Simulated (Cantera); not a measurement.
Ignition delay

Mixture: C2H4 : O2 : N2 : H2O = 1 : 6.12 : 23 : 4.9 (molar parts), equivalence ratio 0.49, at 2.10 bar, adiabatic and at constant pressure. Ignition delay is the time to a rise of 400 K.

Computed with Cantera and GRI-Mech 3.0 (53 species, 325 reactions). GRI-Mech 3.0 was tuned for natural gas; its chemistry of ethylene as a main component is partial and can be far from experiment.

```csv
T0 (K),delay (ms)
1073,14.0
1123,4.00
1173,1.17
1223,0.367
1273,0.137
1323,0.0711
1373,0.0458
1423,0.0329
1473,0.0252
1523,0.0201
```

```yaml
apparent activation energy between 1423 and 1523 K: 88 kJ/mol
```
